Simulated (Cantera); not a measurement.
**Equilibrium for aluminium and copper etching: Al + HCl**

Input: 1 mol Al, 14 mol HCl, held at 0.610 bar.

Cantera equilibrium calculation (NASA polynomials, part measured and part estimated; ideal gas, pure solids and liquids). Candidate condensed phases: Al, AlCl₃; 12 gas species. Equilibrium is a limit: real reactors are often held back by kinetics, nucleation or transport.

```
T (K)  x HCl   x H₂   x AlCl₃  x Al₂Cl₆
-----  -----  -----  --------  --------
475    0.846  0.115  0.000264    0.0383
525    0.846  0.115   0.00116    0.0379
575    0.845  0.115   0.00387    0.0365
625    0.842  0.115    0.0102    0.0332
675    0.837  0.114    0.0219    0.0271
725    0.830  0.113    0.0380    0.0187
775    0.823  0.112    0.0538    0.0105
825    0.819  0.112    0.0645   0.00495
875    0.817  0.111    0.0699   0.00218
925    0.816  0.111    0.0722  0.000977
975    0.815  0.111    0.0732  0.000464
1025   0.815  0.111    0.0736  0.000235
```
x: gas mole fraction; nothing condenses.

From 475 K to 1025 K nothing is condensed. The main Al-bearing gas is Al₂Cl₆ at 475 K and AlCl₃ at 1025 K.
